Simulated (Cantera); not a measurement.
An adiabatic, constant-volume homogeneous reactor starts with CH3OH : O2 : N2 = 1 : 2.14 : 8.06 (molar parts), equivalence ratio 0.70, at 1275 K and 16.0 bar. Integrator tolerance rtol = 1e-08.

Computed with Cantera and GRI-Mech 3.0 (53 species, 325 reactions). GRI-Mech 3.0 was tuned for natural gas; its chemistry of methanol as a main component is partial and can be far from experiment. The pressure lies above the range GRI-Mech 3.0 was tuned for (to about 10 atm).

What does this change do: O2 2.14 to 1 parts?


| quantity | before | after |
|---|---|---|
| time of steepest temperature rise | 0.346 ms | 0.352 ms |
| temperature at 4.00 s | 2831 K | 2504 K |
| equilibrium temperature | 2831 K | 2504 K |
| x(CH3OH) at 4.00 s | <1e-12 (gas-phase equilibrium <1e-12) | 1.32e-12 (gas-phase equilibrium 1.36e-12) |
| x(O2) at 4.00 s | 0.0478 (gas-phase equilibrium 0.0478) | 1.75e-5 (gas-phase equilibrium 1.75e-5) |
| x(H2) at 4.00 s | 0.00294 (gas-phase equilibrium 0.00294) | 0.0358 (gas-phase equilibrium 0.0358) |
| x(HCN) at 4.00 s | 6.15e-10 (gas-phase equilibrium 6.15e-10) | 1.58e-7 (gas-phase equilibrium 1.58e-7) |
| x(C2H6) at 4.00 s | <1e-12 (gas-phase equilibrium <1e-12) | <1e-12 (gas-phase equilibrium <1e-12) |
| x(H) at 4.00 s | 0.000812 (gas-phase equilibrium 0.000812) | 0.000829 (gas-phase equilibrium 0.000829) |

What does this change do: pressure from 16.0 bar to 1.01 bar?


```
quantity                                                              before                                      after
---------------------------------  -----------------------------------------  -----------------------------------------
time of steepest temperature rise                                   0.346 ms                                    3.15 ms
temperature at 4.00 s                                                 2831 K                                     2685 K
equilibrium temperature                                               2831 K                                     2685 K
x(CH3OH) at 4.00 s                     <1e-12 (gas-phase equilibrium <1e-12)      <1e-12 (gas-phase equilibrium <1e-12)
x(O2) at 4.00 s                        0.0478 (gas-phase equilibrium 0.0478)      0.0520 (gas-phase equilibrium 0.0520)
x(H2) at 4.00 s                      0.00294 (gas-phase equilibrium 0.00294)    0.00607 (gas-phase equilibrium 0.00607)
x(HCN) at 4.00 s                   6.15e-10 (gas-phase equilibrium 6.15e-10)  2.13e-10 (gas-phase equilibrium 2.13e-10)
x(C2H6) at 4.00 s                      <1e-12 (gas-phase equilibrium <1e-12)      <1e-12 (gas-phase equilibrium <1e-12)
x(H) at 4.00 s                     0.000812 (gas-phase equilibrium 0.000812)    0.00280 (gas-phase equilibrium 0.00280)
```

What does this change do: 0.56 parts H2 added?


| quantity | before | after |
|---|---|---|
| time of steepest temperature rise | 0.346 ms | 0.226 ms |
| temperature at 4.00 s | 2831 K | 2968 K |
| equilibrium temperature | 2831 K | 2968 K |
| x(CH3OH) at 4.00 s | <1e-12 (gas-phase equilibrium <1e-12) | <1e-12 (gas-phase equilibrium <1e-12) |
| x(O2) at 4.00 s | 0.0478 (gas-phase equilibrium 0.0478) | 0.0291 (gas-phase equilibrium 0.0291) |
| x(H2) at 4.00 s | 0.00294 (gas-phase equilibrium 0.00294) | 0.00734 (gas-phase equilibrium 0.00734) |
| x(HCN) at 4.00 s | 6.15e-10 (gas-phase equilibrium 6.15e-10) | 3.76e-9 (gas-phase equilibrium 3.76e-9) |
| x(C2H6) at 4.00 s | <1e-12 (gas-phase equilibrium <1e-12) | <1e-12 (gas-phase equilibrium <1e-12) |
| x(H) at 4.00 s | 0.000812 (gas-phase equilibrium 0.000812) | 0.00198 (gas-phase equilibrium 0.00198) |
